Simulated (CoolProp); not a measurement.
Neopentane along the isotherm 342.4 K: density (kg/m³) from the reference equation and from simpler models built on Tc = 433.7 K, pc = 3.196 MPa, ω = 0.196; each cubic takes its own stable root.

Values from CoolProp's reference Helmholtz-energy equation of state, Lemmon 2006. It is a short technical equation, of lower accuracy than the large ones.

| p (MPa) | phase | reference | van der Waals | Peng-Robinson |
|---|---|---|---|---|
| 0.533 | gas | 15.65 | 14.92 | 15.68 |
| 1.07 | liquid | 532.3 | 34.62 | (withheld) |
| 1.6 | liquid | 534.0 | 337.7 | 562.3 |
| 2.13 | liquid | 535.7 | 341.9 | (withheld) |
| 2.66 | liquid | 537.3 | 345.7 | (withheld) |
| 3.2 | liquid | 538.9 | (withheld) | 570.7 |
| 3.73 | liquid | 540.4 | 352.3 | (withheld) |
| 4.26 | liquid | 541.9 | 355.3 | 575.7 |
| 4.79 | liquid | (withheld) | 358.0 | (withheld) |

Problem. Fill in the missing entries.

Solution. 
- 1.07, Peng-Robinson: 559.3
- 2.13, Peng-Robinson: 565.2
- 2.66, Peng-Robinson: 568.0
- 3.2, van der Waals: 349.2
- 3.73, Peng-Robinson: 573.3
- 4.79, reference: 543.4
- 4.79, Peng-Robinson: 578.1

At some of these states van der Waals gives the other phase, because its saturation line lies elsewhere.
